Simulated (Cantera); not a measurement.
Premixed flame

A freely propagating, adiabatic, planar premixed flame of 22.2 % H₂, 16.4 % O₂, 61.4 % N₂, unburnt at 575 K and 101000 Pa; unity-Lewis-number transport, grid criteria slope 0.08 and curve 0.16, no radiation.

Detailed kinetics in Cantera: the H2/O2 subset of GRI-Mech 3.0, which has no nitrogen chemistry. Unity Lewis numbers drop preferential diffusion, which matters most where H2 and H carry the flame. Burning velocities carry a grid error of a few per cent, more on coarse grids. Lean hydrogen flames are cellular in practice and burn faster than this planar one.

| z (mm) | T (K) | u (m/s) | x H₂ | x O₂ | x H₂O | x HO₂ | x O | x H₂O₂ |
|---|---|---|---|---|---|---|---|---|
| -0.927 | 575 | 3.55 | 0.222 | 0.164 | 1.33e-7 | <1e-8 | <1e-8 | <1e-8 |
| -0.618 | 575 | 3.55 | 0.222 | 0.164 | 2.45e-6 | 9.14e-8 | <1e-8 | <1e-8 |
| -0.464 | 575 | 3.55 | 0.222 | 0.164 | 1.77e-5 | 6.52e-7 | <1e-8 | 2.55e-8 |
| -0.309 | 577 | 3.56 | 0.222 | 0.163 | 0.000226 | 8.12e-6 | 1.98e-7 | 3.20e-7 |
| -0.155 | 633 | 3.89 | 0.216 | 0.160 | 0.00733 | 0.000188 | 2.54e-5 | 6.40e-6 |
| -0.0773 | 868 | 5.26 | 0.183 | 0.145 | 0.0413 | 0.000195 | 0.000572 | 9.99e-6 |
| 0 | 1256 | 7.42 | 0.0962 | 0.105 | 0.121 | 9.29e-5 | 0.00587 | 6.76e-6 |
| 0.0773 | 1518 | 8.80 | 0.0356 | 0.0733 | 0.178 | 5.19e-5 | 0.0133 | 3.86e-6 |
| 0.155 | 1657 | 9.50 | 0.0228 | 0.0645 | 0.196 | 3.78e-5 | 0.0143 | 2.17e-6 |
| 0.309 | 1804 | 10.2 | 0.0180 | 0.0611 | 0.208 | 2.70e-5 | 0.0117 | 1.11e-6 |
| 0.618 | 1942 | 10.9 | 0.0133 | 0.0589 | 0.219 | 1.77e-5 | 0.00808 | 6.20e-7 |
| 1.24 | 2053 | 11.4 | 0.00832 | 0.0577 | 0.230 | 1.04e-5 | 0.00478 | 3.87e-7 |
| 2.47 | 2130 | 11.8 | 0.00434 | 0.0572 | 0.238 | 5.87e-6 | 0.00241 | 2.61e-7 |
x: mole fraction of selected species; z is measured from the peak of heat release.

```json
{
  "laminar_burning_velocity": "355 cm/s",
  "thermal_thickness": "0.309 mm",
  "peak x(HO₂)": "0.000248",
  "peak x(O)": "0.0145",
  "peak x(H₂O₂)": "1.02e-5",
  "grid_points": "110"
}
```
